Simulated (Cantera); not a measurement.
A Cantera script and what it prints.

```python
import numpy as np
import cantera as ct

gas_names = [...]  # 113 gases of nasa_gas.yaml made of C, H, O, Ti
cond_names = """
    C(gr) C6H6(L) C7H8(L) C8H18(L),n-octa H2O(s) H2O(L) Ti(a) Ti(b) Ti(L) TiC(s) TiC(L) TiO(a) TiO(b)
    TiO(L) TiO2(ru) TiO2(L) Ti2O3(a) Ti2O3(b) Ti2O3(L) Ti3O5(a) Ti3O5(b) Ti3O5(L) Ti4O7(s) Ti4O7(L)
""".split()


# ... load() reads the species with a 1 bar reference pressure and builds the phases ...
atoms = {
    'Ti(OiPr)4': {'Ti': 1, 'C': 12, 'H': 28, 'O': 4},
    'O2': {'O': 2},
    'H2': {'H': 2},
}
top_T = {'C(gr)': 4500}  # K; cautious upper limits of use, not melting points


# ... equilibrate(T, P, feed) seeds the gas with the atoms and calls Mixture.equilibrate('TP', solver="vcs", rtol=1e-11, max_steps=5000) ...
results = []
P = 100000  # Pa
for T in [1375, 1425, 1475, 1525, 1575, 1625, 1675, 1725, 1775, 1825, 1875, 1925, 1975, 2025]:
    for m in [1.5, 2, 2.7, 3.7, 5.1, 7, 9.6, 13, 18, 24, 33, 46]:
        feed = {'Ti(OiPr)4': 1, 'O2': 0.72, 'H2': m}  # mol
        mix = equilibrate(T, P, feed)
        results.append((T, P, feed, dict(zip(mix.species_names, mix.species_moles))))

for T, P, feed, n in results:
    print(f"{T:7g} {feed['H2']:10.4g}  " + (" + ".join(c for c in cond_names if n.get(c, 0) > 1e-12) or "gas only"))
```

Output:

```
   1375        1.5  C(gr) + Ti3O5(b)
   1375          2  C(gr) + Ti3O5(b)
   1375        2.7  C(gr) + Ti3O5(b)
   1375        3.7  C(gr) + Ti3O5(b)
   1375        5.1  C(gr) + Ti3O5(b)
   1375          7  C(gr) + Ti3O5(b)
   1375        9.6  C(gr) + Ti3O5(b)
   1375         13  C(gr) + Ti3O5(b)
   1375         18  C(gr) + Ti3O5(b)
   1375         24  C(gr) + Ti3O5(b)
   1375         33  C(gr) + Ti3O5(b)
   1375         46  C(gr) + Ti3O5(b)
   1425        1.5  C(gr) + Ti3O5(b)
   1425          2  C(gr) + Ti3O5(b)
   1425        2.7  C(gr) + Ti3O5(b)
   1425        3.7  C(gr) + Ti3O5(b)
   1425        5.1  C(gr) + Ti3O5(b)
   1425          7  C(gr) + Ti3O5(b)
   1425        9.6  C(gr) + Ti3O5(b)
   1425         13  C(gr) + Ti3O5(b)
   1425         18  C(gr) + Ti3O5(b)
   1425         24  C(gr) + Ti3O5(b)
   1425         33  C(gr) + TiC(s) + Ti3O5(b)
   1425         46  C(gr) + TiC(s)
   1475        1.5  C(gr) + Ti3O5(b)
   1475          2  C(gr) + Ti3O5(b)
   1475        2.7  C(gr) + Ti3O5(b)
   1475        3.7  C(gr) + TiC(s) + Ti3O5(b)
   1475        5.1  C(gr) + TiC(s) + Ti3O5(b)
   1475          7  C(gr) + TiC(s) + Ti3O5(b)
   1475        9.6  C(gr) + TiC(s) + Ti3O5(b)
   1475         13  C(gr) + TiC(s)
   1475         18  C(gr) + TiC(s)
   1475         24  C(gr) + TiC(s)
   1475         33  C(gr) + TiC(s)
   1475         46  C(gr) + TiC(s)
   1525        1.5  C(gr) + TiC(s)
   1525          2  C(gr) + TiC(s)
   1525        2.7  C(gr) + TiC(s)
   1525        3.7  C(gr) + TiC(s)
   1525        5.1  C(gr) + TiC(s)
   1525          7  C(gr) + TiC(s)
   1525        9.6  C(gr) + TiC(s)
   1525         13  C(gr) + TiC(s)
   1525         18  C(gr) + TiC(s)
   1525         24  C(gr) + TiC(s)
   1525         33  C(gr) + TiC(s)
   1525         46  C(gr) + TiC(s)
   1575        1.5  C(gr) + TiC(s)
   1575          2  C(gr) + TiC(s)
   1575        2.7  C(gr) + TiC(s)
   1575        3.7  C(gr) + TiC(s)
   1575        5.1  C(gr) + TiC(s)
   1575          7  C(gr) + TiC(s)
   1575        9.6  C(gr) + TiC(s)
   1575         13  C(gr) + TiC(s)
   1575         18  C(gr) + TiC(s)
   1575         24  C(gr) + TiC(s)
   1575         33  C(gr) + TiC(s)
   1575         46  C(gr) + TiC(s)
   1625        1.5  C(gr) + TiC(s)
   1625          2  C(gr) + TiC(s)
   1625        2.7  C(gr) + TiC(s)
   1625        3.7  C(gr) + TiC(s)
   1625        5.1  C(gr) + TiC(s)
   1625          7  C(gr) + TiC(s)
   1625        9.6  C(gr) + TiC(s)
   1625         13  C(gr) + TiC(s)
   1625         18  C(gr) + TiC(s)
   1625         24  C(gr) + TiC(s)
   1625         33  C(gr) + TiC(s)
   1625         46  C(gr) + TiC(s)
   1675        1.5  C(gr) + TiC(s)
   1675          2  C(gr) + TiC(s)
   1675        2.7  C(gr) + TiC(s)
   1675        3.7  C(gr) + TiC(s)
   1675        5.1  C(gr) + TiC(s)
   1675          7  C(gr) + TiC(s)
   1675        9.6  C(gr) + TiC(s)
   1675         13  C(gr) + TiC(s)
   1675         18  C(gr) + TiC(s)
   1675         24  C(gr) + TiC(s)
   1675         33  C(gr) + TiC(s)
   1675         46  C(gr) + TiC(s)
   1725        1.5  C(gr) + TiC(s)
   1725          2  C(gr) + TiC(s)
   1725        2.7  C(gr) + TiC(s)
   1725        3.7  C(gr) + TiC(s)
   1725        5.1  C(gr) + TiC(s)
   1725          7  C(gr) + TiC(s)
   1725        9.6  C(gr) + TiC(s)
   1725         13  C(gr) + TiC(s)
   1725         18  C(gr) + TiC(s)
   1725         24  C(gr) + TiC(s)
   1725         33  C(gr) + TiC(s)
   1725         46  C(gr) + TiC(s)
   1775        1.5  C(gr) + TiC(s)
   1775          2  C(gr) + TiC(s)
   1775        2.7  C(gr) + TiC(s)
   1775        3.7  C(gr) + TiC(s)
   1775        5.1  C(gr) + TiC(s)
   1775          7  C(gr) + TiC(s)
   1775        9.6  C(gr) + TiC(s)
   1775         13  C(gr) + TiC(s)
   1775         18  C(gr) + TiC(s)
   1775         24  C(gr) + TiC(s)
   1775         33  C(gr) + TiC(s)
   1775         46  C(gr) + TiC(s)
   1825        1.5  C(gr) + TiC(s)
   1825          2  C(gr) + TiC(s)
   1825        2.7  C(gr) + TiC(s)
   1825        3.7  C(gr) + TiC(s)
   1825        5.1  C(gr) + TiC(s)
   1825          7  C(gr) + TiC(s)
   1825        9.6  C(gr) + TiC(s)
   1825         13  C(gr) + TiC(s)
   1825         18  C(gr) + TiC(s)
   1825         24  C(gr) + TiC(s)
   1825         33  C(gr) + TiC(s)
   1825         46  C(gr) + TiC(s)
   1875        1.5  C(gr) + TiC(s)
   1875          2  C(gr) + TiC(s)
   1875        2.7  C(gr) + TiC(s)
   1875        3.7  C(gr) + TiC(s)
   1875        5.1  C(gr) + TiC(s)
   1875          7  C(gr) + TiC(s)
   1875        9.6  C(gr) + TiC(s)
   1875         13  C(gr) + TiC(s)
   1875         18  C(gr) + TiC(s)
   1875         24  C(gr) + TiC(s)
   1875         33  C(gr) + TiC(s)
   1875         46  C(gr) + TiC(s)
   1925        1.5  C(gr) + TiC(s)
   1925          2  C(gr) + TiC(s)
   1925        2.7  C(gr) + TiC(s)
   1925        3.7  C(gr) + TiC(s)
   1925        5.1  C(gr) + TiC(s)
   1925          7  C(gr) + TiC(s)
   1925        9.6  C(gr) + TiC(s)
   1925         13  C(gr) + TiC(s)
   1925         18  C(gr) + TiC(s)
   1925         24  C(gr) + TiC(s)
   1925         33  C(gr) + TiC(s)
   1925         46  C(gr) + TiC(s)
   1975        1.5  C(gr) + TiC(s)
   1975          2  C(gr) + TiC(s)
   1975        2.7  C(gr) + TiC(s)
   1975        3.7  C(gr) + TiC(s)
   1975        5.1  C(gr) + TiC(s)
   1975          7  C(gr) + TiC(s)
   1975        9.6  C(gr) + TiC(s)
   1975         13  C(gr) + TiC(s)
   1975         18  C(gr) + TiC(s)
   1975         24  C(gr) + TiC(s)
   1975         33  C(gr) + TiC(s)
   1975         46  C(gr) + TiC(s)
   2025        1.5  C(gr) + TiC(s)
   2025          2  C(gr) + TiC(s)
   2025        2.7  C(gr) + TiC(s)
   2025        3.7  C(gr) + TiC(s)
   2025        5.1  C(gr) + TiC(s)
   2025          7  C(gr) + TiC(s)
   2025        9.6  C(gr) + TiC(s)
   2025         13  C(gr) + TiC(s)
   2025         18  C(gr) + TiC(s)
   2025         24  C(gr) + TiC(s)
   2025         33  C(gr) + TiC(s)
   2025         46  C(gr) + TiC(s)
```

Method: chemical equilibrium by Gibbs-energy minimisation in Cantera with the NASA 1993 tables (ideal gas, pure condensed phases). The feed counts by its element totals alone. Mutual solubility and eutectic melting of coexisting phases are not modelled. TiC: taken at fixed stoichiometry.
